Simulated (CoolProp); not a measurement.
Vapour-liquid equilibrium of R125 (1) + fluoroethane (R161) (2) at 229.8 K; x and y are mole fractions of (1).

Values from CoolProp's multi-fluid Helmholtz-energy mixture model, Lemmon 2005 and Wu 2012; pair parameters Bell 2016.

```csv
x,bubble pressure (kPa),y at the bubble point,dew pressure at overall composition x (kPa),liquid density (mol/L)
0.05,___,0.072,78.25,16.90
0.125,82.18,0.184,80.32,16.49
0.2,86.21,___,82.73,16.08
0.275,90.72,0.396,85.48,15.69
0.35,95.47,0.488,88.60,15.31
0.425,100.3,0.570,92.14,14.93
0.5,104.9,0.642,96.11,14.57
0.575,109.3,0.705,100.6,14.22
0.65,113.3,0.761,105.5,13.88
0.725,117.0,0.812,___,13.56
0.8,120.3,0.861,116.1,13.24
0.875,123.2,0.910,121.2,12.94
0.95,125.7,0.962,125.2,12.65
```

Task: Some entries are withheld; supply them.

Result: 
- 0.05, bubble pressure (kPa): 78.82
- 0.2, y at the bubble point: 0.293
- 0.725, dew pressure at overall composition x (kPa): 110.7

No azeotrope shows between x = 0.05 and 0.95.

The pair parameters rest on a limited set of measurements; away from them the model extrapolates. The gap from Raoult's law changes sign with composition, which may be real or a fault of the pair parameters; it wasn't checked against measurements.
